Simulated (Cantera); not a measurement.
What does this Cantera script print?

```python
import numpy as np
import cantera as ct

gas_names = """
    NO O
""".split()
cond_names = """
    V(cr) V(L) VN(s)
""".split()


# ... load() reads the species with a 1 bar reference pressure and builds the phases ...
species = {s.name: s for s in load("nasa_gas.yaml", gas_names) + load("nasa_condensed.yaml", cond_names)}
# Each term lists the table entries of one substance; the one whose range holds T is used.
reactions = {
    'NO(g) + V = O(g) + VN':
        [(-1, ['NO']), (-1, ['V(cr)', 'V(L)']), (1, ['O']), (1, ['VN(s)'])],
}


def pick(names, T):
    return next(species[n] for n in names if species[n].thermo.min_temp <= T <= species[n].thermo.max_temp)


results = []
for label, terms in reactions.items():
    print(label)
    print("     T/K   dH/kJ  dS/(J/K)   dG/kJ   log10 K")
    for T in [1223, 1248, 1273, 1298, 1323, 1348, 1373, 1398, 1423, 1448, 1473]:
        used = [(nu, pick(names, T)) for nu, names in terms]
        dH = sum(nu * s.thermo.h(T) for nu, s in used) / 1e6
        dS = sum(nu * s.thermo.s(T) for nu, s in used) / 1e3
        dG = dH - T * dS / 1e3
        logK = -dG * 1e6 / (ct.gas_constant * T * np.log(10))
        results.append((label, T, dH, dS, dG, logK, [s.name for _, s in used]))
        print(f"{T:8g} {dH:8.1f} {dS:8.1f} {dG:8.1f} {logK:8.2f}")
```

Output:

```
NO(g) + V = O(g) + VN
     T/K   dH/kJ  dS/(J/K)   dG/kJ   log10 K
    1223    -50.0    -27.8    -16.0     0.68
    1248    -49.7    -27.6    -15.3     0.64
    1273    -49.5    -27.4    -14.6     0.60
    1298    -49.2    -27.2    -13.9     0.56
    1323    -49.0    -27.0    -13.2     0.52
    1348    -48.7    -26.8    -12.6     0.49
    1373    -48.5    -26.6    -11.9     0.45
    1398    -48.2    -26.5    -11.2     0.42
    1423    -48.0    -26.3    -10.6     0.39
    1448    -47.7    -26.1     -9.9     0.36
    1473    -47.5    -26.0     -9.3     0.33
```

Cantera with NASA thermochemical tables; ideal gases at 1 bar, condensed phases pure. VN: taken at fixed stoichiometry. Condensed species are held in their standard states even where they would react or evaporate.
